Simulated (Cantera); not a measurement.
**SF₆ + H₂ (abatement and gas-phase synthesis)**

Charge: 1 mol SF₆, 0.23 mol H₂, equilibrated at 1073 K and 0.00170 bar.

Cantera equilibrium calculation (NASA polynomials, part measured and part estimated; ideal gas, pure solids and liquids). Candidate condensed phases: S; 24 gas species. The tables' values for SF₃, SF₅ are old estimates; treat these amounts as uncertain. Kinetics and transport are ignored.

```
Item                                 Value
-------------------------------  ---------
x(SF₆)                               0.527
x(HF)                                0.315
x(SF₄)                               0.157
x(F)                              0.000519
x(SF₃)                            0.000255
x(SF₅)                             8.70e-5
x(SF₂)                             2.36e-5
gas amount                       1.461 mol
log10 activity of S(l) (absent)     -11.71
```
